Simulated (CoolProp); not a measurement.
Acetone along the isobar 799 kPa: Z from the reference equation and from simpler models built on Tc = 508.1 K, pc = 4692 kPa, ω = 0.307; each cubic takes its own stable root.

Computed with CoolProp (reference Helmholtz-energy equation of state, Lemmon 2006). It is a short technical equation, of lower accuracy than the large ones.

```
T (K)   phase  reference
-----  ------  ---------
301.7  liquid    0.02367
311.3  liquid    0.02327
320.9  liquid    0.02290
330.5  liquid    0.02257
340.1  liquid    0.02227
349.7  liquid    0.02201
359.3  liquid    0.02179
368.9  liquid    0.02160
378.5  liquid    0.02145
```

### Question
How far does each simpler model (van der Waals, Redlich-Kwong, Soave-Redlich-Kwong, Peng-Robinson) lie from the reference over these 9 states: mean and median of the absolute difference, and the worst?

### Answer
- van der Waals: mean 1799.2 %, median 95.3 %, worst +4037.1 % at 378.5 K and 799 kPa
- Redlich-Kwong: mean 33.7 %, median 33.5 %, worst +35.5 % at 378.5 K and 799 kPa
- Soave-Redlich-Kwong: mean 27.8 %, median 27.7 %, worst +28.3 % at 378.5 K and 799 kPa
- Peng-Robinson: mean 13.1 %, median 13.1 %, worst +13.4 % at 301.7 K and 799 kPa

At some of these states van der Waals gives the other phase, because its saturation line lies elsewhere.
